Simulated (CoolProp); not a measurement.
Computed with CoolProp (reference Helmholtz-energy equation of state, Span 2000).

Task: Give the vapour pressure (kPa), liquid density (kg/m³), vapour density (kg/m³), liquid cp (kJ/(kg K)) of saturated nitrogen at 102.2 K.

Result: 
```json
[
 {"T (K)": "102.2", "p (kPa)": "904", "liquid density (kg/m³)": "676", "vapour density (kg/m³)": "37.2", "liquid cp (kJ/(kg K))": "2.38"}
]
```
